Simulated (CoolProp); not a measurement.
Vapour-liquid equilibrium of R152A (1) + R113 (2) at 345.2 K; x and y are mole fractions of (1).

The numbers come from the multi-fluid Helmholtz-energy mixture model, Outcalt 1996 and Marx 1992; pair parameters Bell 2016 in CoolProp.

Give the bubble pressure and the first vapour's composition at x = 0.45, 0.65, 0.95. Is there an azeotrope?

x = 0.45: 11.48 bar, y = 0.843; x = 0.65: 14.30 bar, y = 0.896; x = 0.95: 18.84 bar, y = 0.981. No azeotrope shows between x = 0.05 and 0.95.

The pair parameters rest on a limited set of measurements; away from them the model extrapolates.
